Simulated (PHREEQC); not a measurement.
NaOH is added in steps, without added water, to 1 kg of water holding 0.0058 mol HF, 0.0003 mol KF, 0.0002 mol H2SiF6 and 0.2 mol HCl, at 25 °C. O2 is buffered at 0.21 atm. CO2 from the air is kept out. Only these solids could form: SiO2(a), Halite, Sylvite.

Base run: PHREEQC, ion-association model, phreeqc.dat. Each further column changes one thing. The table gives H3SiO4- (mol/kgw).

```csv
NaOH added (mol),base,metal-ligand complexes left out,Davies equation for every ion,Debye-Hückel limiting law,database wateq4f.dat
0,9.47e-14,9.47e-14,9.29e-14,7.33e-14,1.05e-13
0.03,9.38e-14,9.38e-14,9.16e-14,___,1.05e-13
0.06,9.08e-14,9.08e-14,8.82e-14,___,1.03e-13
0.09,8.46e-14,8.45e-14,8.15e-14,___,9.67e-14
0.12,7.35e-14,7.33e-14,7.03e-14,___,8.53e-14
0.15,5.58e-14,5.54e-14,5.29e-14,3.17e-14,6.56e-14
0.18,3.12e-14,3.06e-14,2.95e-14,1.87e-14,3.67e-14
0.21,0.000189,0.000189,0.000188,0.000185,0.000189
0.24,0.000145,0.000145,0.000142,0.000117,0.000145
0.27,0.000116,0.000116,0.000112,___,0.000115
0.3,9.62e-5,9.61e-5,9.20e-5,___,9.56e-5
```

**Question.** Complete the blanks.

**Answer.** 
- 0.03, Debye-Hückel limiting law: 6.86e-14
- 0.06, Debye-Hückel limiting law: 6.23e-14
- 0.09, Debye-Hückel limiting law: 5.41e-14
- 0.12, Debye-Hückel limiting law: 4.39e-14
- 0.27, Debye-Hückel limiting law: 8.19e-5
- 0.3, Debye-Hückel limiting law: 6.10e-5

SiF6-2 is the database's only silicon fluoride. phreeqc.dat and wateq4f.dat share most of their constants, so their agreement is no independent check. Solids allowed in the column 'database wateq4f.dat': SiO2(a), Halite.
